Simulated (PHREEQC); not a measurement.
A made-up water analysis in mg/L, 25 °C, pH 6.69, pe 10.4:

| constituent | mg/L |
|---|---|
| Na | 11.3 |
| K | 9.62 |
| Ca | 18.3 |
| Mg | 25.9 |
| Cl | 74.4 |
| S(6) as SO4 | 6.92 |
| Alkalinity as HCO3 | 96.4 |
| Si as SiO2 | 0.345 |
| Br | 0.0555 |

Valence states are taken as typed.

Equilibrium calculation in PHREEQC: ion-association model, phreeqc.dat.

Question: The ionic strength comes out as 0.00531 mol/kgw. What activity coefficients do CaHCO3+, MgHCO3+, Mg+2, Na+, Cl- get?

Answer: CaHCO3+ 0.93, MgHCO3+ 0.92, Mg+2 0.74, Na+ 0.93, Cl- 0.92.

Precipitation was switched off in this run. Complexes and solids missing from the database can't appear.
